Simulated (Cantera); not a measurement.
**Hydrocarbon pyrolysis for carbon deposition**

A perfectly stirred reactor is fed with CH4 : H2 = 1 : 9 (molar parts), at 2670 Pa; it is held at 1950 K, and followed from long to short residence time.

Cantera simulation using GRI-Mech 3.0 (53 species, 325 reactions); the numbers are that mechanism's predictions, not measurements. GRI-Mech 3.0 stops at C3 and has no aromatics, soot or wall deposition, so with more carbon than oxygen in the feed, carbon stays in small species such as C2H2 where larger ones or solid carbon would form. Radical loss at walls, strong at low pressure, is not modelled.

```json
[
 {"τ (s)": "6.6", "x CH4": "0.00168", "x H2": "0.947", "x CH2": "1.83e-6", "x C2H4": "1.14e-5", "x C2H6": "2.77e-8", "x H": "0.00640"},
 {"τ (s)": "2.4", "x CH4": "0.00300", "x H2": "0.947", "x CH2": "2.80e-6", "x C2H4": "1.36e-5", "x C2H6": "8.19e-8", "x H": "0.00600"},
 {"τ (s)": "0.88", "x CH4": "0.00546", "x H2": "0.946", "x CH2": "4.08e-6", "x C2H4": "2.00e-5", "x C2H6": "2.45e-7", "x H": "0.00547"},
 {"τ (s)": "0.32", "x CH4": "0.0101", "x H2": "0.944", "x CH2": "5.65e-6", "x C2H4": "3.84e-5", "x C2H6": "7.37e-7", "x H": "0.00488"},
 {"τ (s)": "0.12", "x CH4": "0.0181", "x H2": "0.940", "x CH2": "7.33e-6", "x C2H4": "8.62e-5", "x C2H6": "2.04e-6", "x H": "0.00431"},
 {"τ (s)": "0.043", "x CH4": "0.0317", "x H2": "0.932", "x CH2": "8.97e-6", "x C2H4": "0.000206", "x C2H6": "5.33e-6", "x H": "0.00375"},
 {"τ (s)": "0.016", "x CH4": "0.0503", "x H2": "0.922", "x CH2": "9.91e-6", "x C2H4": "0.000424", "x C2H6": "1.12e-5", "x H": "0.00323"},
 {"τ (s)": "0.0057", "x CH4": "0.0729", "x H2": "0.910", "x CH2": "9.11e-6", "x C2H4": "0.000670", "x C2H6": "1.75e-5", "x H": "0.00259"},
 {"τ (s)": "0.0021", "x CH4": "0.0908", "x H2": "0.902", "x CH2": "5.21e-6", "x C2H4": "0.000549", "x C2H6": "1.41e-5", "x H": "0.00166"},
 {"τ (s)": "0.00075", "x CH4": "0.0980", "x H2": "0.900", "x CH2": "1.16e-6", "x C2H4": "0.000112", "x C2H6": "3.56e-6", "x H": "0.000686"}
]
```
x: mole fraction; the columns are a selection and need not sum to one.
